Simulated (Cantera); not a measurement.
Charge: 1 mol Si3N4, 1.2 mol N2O, 72 mol H2, 0.16 mol CO2, at 1 atm.

Cantera equilibrium calculation (NASA polynomials, part measured and part estimated; ideal gas, pure solids and liquids). Candidate condensed phases: C, C6H6, C7H8, C8H18, H2O, Si, SiC, SiO2, Si2N2O, Si3N4; 151 gas species. The tables' values for SiN are old estimates; treat these amounts as uncertain. Gases not in the tables: Si2H6 and higher silanes. Kinetics and transport are ignored. All values below are at 1900 °C.

Base state: H2 0.933, N2 0.0415, SiO 0.0178, H 0.00463, CO 0.00198, Si 0.000279, SiH2 0.000245, SiH 0.000127 (mole fractions); condensed: Si(l).

Q: What changes in the equilibrium state with this change: Si3N4 replaced by SiC?

A: 
```json
[
 {"species": "H2", "before": "0.933", "after": "0.958"},
 {"species": "N2", "before": "0.0415", "after": "0.0158"},
 {"species": "CO", "before": "0.00198", "after": "0.0112"},
 {"species": "SiO", "before": "0.0178", "after": "0.00909"},
 {"species": "C2H2 (acetylene)", "before": "4.77e-7", "after": "3.50e-5"},
 {"species": "CH4", "before": "3.74e-6", "after": "3.34e-5"},
 {"species": "HNC", "before": "6.26e-6", "after": "3.31e-5"},
 {"species": "Si(l), mol", "before": "1.58", "after": "0"},
 {"species": "SiC(s), mol", "before": "0", "after": "0.278"}
]
```
